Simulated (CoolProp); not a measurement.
Tetradecamethylhexasiloxane (MD4M) along the isotherm 620 K: density (kg/m³) from the reference equation and from simpler models built on Tc = 653.2 K, pc = 0.8286 MPa, ω = 0.800; each cubic takes its own stable root.

The numbers come from the reference Helmholtz-energy equation of state, Thol 2019 in CoolProp.

```tsv
p (MPa)	phase	reference	van der Waals	Redlich-Kwong	Soave-Redlich-Kwong	Peng-Robinson
0.0131	gas	1.176	1.173	1.174	1.174	1.175
0.0198	gas	1.784	1.777	1.780	1.781	1.783
0.0298	gas	2.701	2.686	2.692	2.695	2.699
0.045	gas	4.118	___	4.096	4.103	4.112
0.0679	gas	6.305	6.222	6.253	6.269	6.290
0.102	gas	9.690	9.490	9.564	9.603	9.652
0.154	gas	15.18	14.69	14.87	14.96	15.08
0.233	gas	24.48	23.15	23.61	23.89	24.19
0.351	gas	41.51	37.48	38.77	39.68	40.49
0.53	liquid	486.8	66.06	70.85	403.0	454.2
0.8	liquid	501.5	295.6	383.4	426.1	479.2
1.21	liquid	517.5	___	419.7	450.3	505.6
1.82	liquid	534.8	___	452.7	475.8	533.5
2.75	liquid	553.7	375.7	___	503.5	563.7
4.14	liquid	574.1	397.9	519.3	532.7	595.5
```

**Question.** Some entries are withheld; supply them.

**Answer.** 
- 0.045, van der Waals: 4.083
- 1.21, van der Waals: 327.6
- 1.82, van der Waals: 352.5
- 2.75, Redlich-Kwong: 485.9

At some of these states van der Waals, Redlich-Kwong gives the other phase, because its saturation line lies elsewhere.
